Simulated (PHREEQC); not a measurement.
# Leach liquor: an equilibrium model

Solution (85 °C): 65 mmol/kgw HCl and 1.7 mmol/kgw MnSO4. Closed to the air; pH follows from the charge balance.

The numbers come from PHREEQC with the ion-association model, phreeqc.dat.

This is a speciation only: nothing precipitates in the calculation.

### Question
Predict the pH, density, specific conductance.

### Answer
pH 1.28; density 0.970 g/cm³; specific conductance 61300 µS/cm.

### Question
In which forms is S present?

### Answer
HSO4- 91 %, SO4-2 7.8 %, MnSO4 0.8 % of the S.

Species that the database lacks are ignored. At this temperature some constants are extrapolated from 25 °C, and those without enthalpy data are left unchanged.
